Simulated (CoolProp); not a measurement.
Vapour-liquid equilibrium of carbon dioxide (1) + R152A (2) at 0.649 MPa; x and y are mole fractions of (1).

Values from CoolProp's multi-fluid Helmholtz-energy mixture model, Span 1996 and Outcalt 1996; pair parameters Bell 2016.

Q: Give the bubble temperature and the first vapour's composition at x = 0.05, 0.5, 0.65. Is there an azeotrope?

A: x = 0.05: 16.2 °C, y = 0.301; x = 0.5: -33.6 °C, y = 0.938; x = 0.65: -40.4 °C, y = 0.967. No azeotrope shows between x = 0.05 and 0.95.

The pair parameters rest on a limited set of measurements; away from them the model extrapolates.
